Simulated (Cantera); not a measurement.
Input (Python, Cantera):

```python
import numpy as np
import cantera as ct

surf = ct.Interface("diamond.yaml", "diamond_100")
gas, bulk = surf.adjacent["gas"], surf.adjacent["diamond"]
k = surf.kinetics_species_index(bulk.species_names[0])
cover = ["c6HH", "c6H*", "c6*H", "c6**", "c6HM", "c6B"]

rows, drift = [], 0.0
print(f"{'P':>10s}{'um/h':>11s}" + "".join(f"{s:>11s}" for s in cover))
for v in [360, 690, 1300, 2500, 4700, 8900, 17000, 32000]:
    T, P, xH, xCH3 = 1400, v, 0.024, 1.4e-05
    gas.TPX = T, P, {"H": xH, "CH3": xCH3, "CH4": 0.024, "H2": 1 - xH - xCH3 - 0.024}
    surf.TP = bulk.TP = T, P
    surf.coverages = "c6H*:0.1, c6HH:0.9"
    surf.advance_coverages(100.0)
    before = surf.coverages
    surf.advance_coverages(100.0)
    drift = max(drift, np.max(np.abs(surf.coverages - before) / (surf.coverages + 1e-9)))
    rate = surf.net_production_rates[k] * bulk.mean_molecular_weight / bulk.density * 3.6e9
    rows.append([rate, *surf[cover].coverages])
    print(f"{v:10.4g}{rate:11.4e}" + "".join(f"{x:11.3e}" for x in rows[-1][1:]))
```

It prints:

```
         P       um/h       c6HH       c6H*       c6*H       c6**       c6HM        c6B
       360 7.4702e-03  3.268e-01  5.984e-02  5.476e-01  6.583e-02  3.399e-07  2.027e-11
       690 1.8644e-02  3.268e-01  5.985e-02  5.475e-01  6.582e-02  7.003e-07  5.059e-11
      1300 4.2599e-02  3.269e-01  5.987e-02  5.474e-01  6.582e-02  1.382e-06  1.156e-10
      2500 9.7161e-02  3.269e-01  5.993e-02  5.473e-01  6.583e-02  2.710e-06  2.637e-10
      4700 2.1765e-01  3.269e-01  6.003e-02  5.472e-01  6.587e-02  5.053e-06  5.906e-10
      8900 5.1171e-01  3.269e-01  6.022e-02  5.469e-01  6.593e-02  9.182e-06  1.389e-09
   1.7e+04 1.2764e+00  3.268e-01  6.059e-02  5.465e-01  6.607e-02  1.606e-05  3.464e-09
   3.2e+04 3.2018e+00  3.268e-01  6.127e-02  5.456e-01  6.632e-02  2.602e-05  8.688e-09
```

Model: the Harris–Goodwin 1993 mechanism for the reconstructed diamond (100) surface, integrated in Cantera.
